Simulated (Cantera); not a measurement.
SiH₄ + N₂ (silicon epitaxy and polysilicon growth)

Input: 1 mol SiH₄, 8.3 mol N₂, held at 1500 K and 330 Torr.

Equilibrium computed with Cantera from the NASA thermochemical tables; the gas is ideal and each condensed phase is pure. Candidate condensed phases: Si, Si₃N₄; 18 gas species. Equilibrium is a limit: real reactors are often held back by kinetics, nucleation or transport.

| Property | Result |
|---|---|
| x(N₂) | 0.792 |
| x(H₂) | 0.208 |
| x(H) | 1.21e-5 |
| x(NH₃) | 2.29e-6 |
| n(Si₃N₄(s)) | 0.333 mol |
| gas amount | 9.633 mol |
| log10 activity of Si(s) (absent) | -2.58 |
